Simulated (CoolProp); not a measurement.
Vapour pressure (kPa) of cis-2-butene: the reference equation beside estimates from Tc = 162.6 °C, pc = 4236 kPa, ω = 0.202. Clausius-Clapeyron is anchored at -0.45 °C with a constant enthalpy of vaporisation of 23.47 kJ/mol.

Values from CoolProp's reference Helmholtz-energy equation of state, Lemmon 2005. It is a short technical equation, of lower accuracy than the large ones.

| T (°C) | reference | Clausius-Clapeyron | van der Waals | Redlich-Kwong |
|---|---|---|---|---|
| -19.45 | 38.07 | 39.69 | 308.6 | ___ |
| -15.65 | 45.33 | 46.77 | 336.8 | 73.79 |
| -11.85 | 53.66 | 54.86 | 366.8 | 86.22 |
| -8.05 | 63.17 | 64.04 | 398.5 | 100.2 |
| -4.25 | 73.96 | 74.44 | ___ | 115.8 |
| -0.45 | 86.16 | 86.16 | 467.3 | 133.2 |
| 3.35 | 99.89 | 99.33 | 504.6 | 152.5 |
| 7.15 | 115.3 | 114.1 | 543.8 | 173.8 |
| 10.95 | 132.4 | 130.5 | 585.0 | 197.3 |
| 14.75 | 151.5 | 148.8 | 628.2 | 223.0 |
| 18.55 | 172.7 | 169.1 | ___ | 251.1 |
| 22.35 | 196.0 | 191.5 | 720.8 | 281.7 |
| 26.15 | 221.7 | 216.2 | 770.4 | 315.0 |
| 29.95 | ___ | 243.3 | 822.1 | 351.1 |
| 33.75 | 280.7 | 273.0 | 876.0 | 390.0 |

Problem. Fill in the missing entries.

Solution. 
- -19.45, Redlich-Kwong: 62.79
- -4.25, van der Waals: 432.0
- 18.55, van der Waals: 673.4
- 29.95, reference: 249.9

Absolute difference from the reference over all 15 rows, mean and median: Clausius-Clapeyron 1.9 and 2.1 %, van der Waals 404.9 and 371.6 %, Redlich-Kwong 51.2 and 50.7 %.
